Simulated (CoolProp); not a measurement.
Fluoroethane (R161) along the isobar 0.298 MPa: density (kg/m³) from the reference equation and from simpler models built on Tc = 375.2 K, pc = 5.010 MPa, ω = 0.216; each cubic takes its own stable root.

Computed with CoolProp (reference Helmholtz-energy equation of state, Wu 2012).

```
T (K)  phase  reference  Redlich-Kwong  Peng-Robinson
-----  -----  ---------  -------------  -------------
297.3    gas      6.083            ___          6.072
313.8    gas      5.714          5.685          5.713
330.2    gas        ___          5.377          5.398
346.6    gas      5.112            ___          5.119
363      gas      4.861          4.855          4.868
379.5    gas      4.634          4.631          4.641
395.9    gas      4.430          4.428          4.436
412.3    gas      4.244          4.244          4.250
428.7    gas      4.074          4.074          4.079
445.2    gas      3.916          3.917          3.921
```

Complete the blanks.


- 297.3, Redlich-Kwong: 6.037
- 330.2, reference: 5.394
- 346.6, Redlich-Kwong: 5.102
